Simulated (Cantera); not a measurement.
## Reactions in the system N-O-P

Source: NASA polynomial tables (part measured, part estimated), evaluated in Cantera. Values are per mole of reaction as written; species without (g) are pure solids or liquids, kept so even where they would boil at 1 bar.

10 O₃(g) + 3 P₄(g) ⇌ 3 P₄O₁₀

| T (K) | ΔH° (kJ) | ΔS° (J/K) | ΔG° (kJ) | log10 K |
|---|---|---|---|---|
| 550 | -10589.7 | -2464.5 | -9234.2 | 876.98 |
| 575 | -10583.7 | -2453.8 | -9172.8 | 833.26 |
| 600 | -10577.2 | -2442.7 | -9111.5 | 793.21 |
| 625 | -10570.3 | -2431.4 | -9050.6 | 756.39 |
| 650 | -10562.9 | -2419.9 | -8990.0 | 722.43 |

2 P₄(g) + 10 NO₂(g) ⇌ 2 P₄O₁₀(g) + 5 N₂(g)

```
T (K)  ΔH° (kJ)  ΔS° (J/K)  ΔG° (kJ)  log10 K
-----  --------  ---------  --------  -------
550     -6255.0    -1165.7   -5613.9   533.15
575     -6253.2    -1162.5   -5584.8   507.32
600     -6251.4    -1159.4   -5555.7   483.66
625     -6249.5    -1156.4   -5526.8   461.89
650     -6247.6    -1153.5   -5497.9   441.81
```
